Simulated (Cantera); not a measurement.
# Equilibrium for nitride etching: AlN + H2 + HCl

A closed system holds: 1 mol AlN, 7.9 mol H2, 31 mol HCl, held at 1.20 Pa.

These are equilibrium values from Cantera (NASA tables, ideal gas, pure condensed phases), not measurements of a reactor. Candidate condensed phases: Al, AlCl3, AlN, NH4Cl; 20 gas species. The tables' values for AlCl2 are old estimates; treat these amounts as uncertain. Equilibrium is a limit: real reactors are often held back by kinetics, nucleation or transport.

From 1075 K to 1775 K nothing is condensed. The main Al-bearing gas is AlCl3 at 1075 K and AlCl at 1775 K.

| T (K) | log p HCl | log p H2 | log p Cl | log p H | log p AlCl3 | log p AlCl | log p N2 |
|---|---|---|---|---|---|---|---|
| 1075 | -5.06 | -5.54 | -10.17 | -10.60 | -6.51 | -11.01 | -6.81 |
| 1175 | -5.06 | -5.54 | -9.26 | -9.68 | -6.51 | -9.61 | -6.81 |
| 1275 | -5.06 | -5.54 | -8.50 | -8.90 | -6.53 | -8.45 | -6.81 |
| 1375 | -5.06 | -5.55 | -7.84 | -8.24 | -6.60 | -7.52 | -6.81 |
| 1475 | -5.06 | -5.56 | -7.26 | -7.67 | -6.85 | -6.93 | -6.82 |
| 1575 | -5.06 | -5.58 | -6.75 | -7.17 | -7.33 | -6.67 | -6.82 |
| 1675 | -5.08 | -5.58 | -6.33 | -6.73 | -7.95 | -6.59 | -6.83 |
| 1775 | -5.13 | -5.58 | -5.99 | -6.33 | -8.62 | -6.58 | -6.85 |
log p: log10 of the partial pressure in bar; nothing condenses.
